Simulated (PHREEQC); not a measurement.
Reverse-osmosis permeate: an equilibrium model

A made-up water analysis in mg/kgw, 80 °C, pH 5.87, pe 9.2:

| constituent | mg/kgw |
|---|---|
| Na | 0.249 |
| K | 0.0136 |
| Ca | 3.03 |
| Mg | 0.711 |
| Cl | 3.32 |
| S(6) as SO4 | 2.67 |
| Alkalinity as HCO3 | 4.1 |
| Ba | 0.0369 |

Valence states are taken as typed.

Model: ion-association model, wateq4f.dat, run in PHREEQC.

No solid was allowed to form.

Estimate the charge-balance error.

charge-balance error 1.1 %.

In which forms is S present?

SO4-2 96 %, CaSO4 1.8 %, MgSO4 1.8 % of the S.

Species that the database lacks are ignored. Away from 25 °C the constants follow the database's enthalpies or fits; those with neither stay at their 25 °C values.
